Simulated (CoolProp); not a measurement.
The numbers come from the reference Helmholtz-energy equation of state, Leachman 2009 in CoolProp.

Q: For normal hydrogen, give the phase and the Joule-Thomson coefficient (K/MPa), viscosity (µPa s) at 41.2 K and 34.6 kPa; 41.2 K and 281 kPa.

A: 
- 41.2 K and 34.6 kPa: gas; Joule-Thomson coefficient 6.39, viscosity 2.03
- 41.2 K and 281 kPa: gas; Joule-Thomson coefficient 6.35, viscosity 2.06

Viscosity comes from a separate model (Muzny 2013).
